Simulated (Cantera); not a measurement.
A closed system holds: 1 mol SiHCl₃, 2.2 mol HCl, 7.7 mol N₂.

Cantera equilibrium calculation (NASA polynomials, part measured and part estimated; ideal gas, pure solids and liquids). Candidate condensed phases: NH₄Cl, Si, Si₃N₄; 28 gas species. N₂ is the only nitrogen source here; it is nearly inert below about 1500 K, so the nitride shown seldom forms there in practice. The tables' values for SiCl₃ are old estimates. Rates play no part.

**Question.** What condenses at these points (T in K, P in Pa): (1475, 540); (1375, 6800); (875, 540); (1675, 86000); (1575, 540)?

**Answer.** 
| T (K) | P in Pa | condensed phases | Si condensed (%) |
|---|---|---|---|
| 1475 | 540 | gas only | 0.0 |
| 1375 | 6800 | Si₃N₄ | 21.8 |
| 875 | 540 | Si₃N₄ | 23.0 |
| 1675 | 86000 | gas only | 0.0 |
| 1575 | 540 | gas only | 0.0 |
